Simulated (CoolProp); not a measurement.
A simple Rankine cycle with propane: condensing at 318.15 K, boiler at 3.18 MPa, turbine inlet 504 K, turbine efficiency 0.8, pump efficiency 0.6, no recuperator. Each further row changes one setting.

Computed with CoolProp (reference Helmholtz-energy equation of state, Lemmon 2009).

| case | thermal efficiency (%) | net work (kJ/kg) | heat in (kJ/kg) | turbine exit temperature (K) | volume ratio over the turbine |
|---|---|---|---|---|---|
| as stated | 6.2 | 43.9 | 709 | 477.9 | 2.04 |
| turbine inlet 524 K | 6.1 | 46.5 | 764 | 498.2 | 2.04 |
| condensing temperature 310.15 K | 7.6 | 55.5 | 732 | 471.8 | 2.44 |
| boiler pressure 2.23 MPa | 3.3 | 23.9 | 723 | 491.0 | 1.44 |
| turbine efficiency 0.7 | 5.3 | 37.6 | 709 | 480.4 | 2.06 |
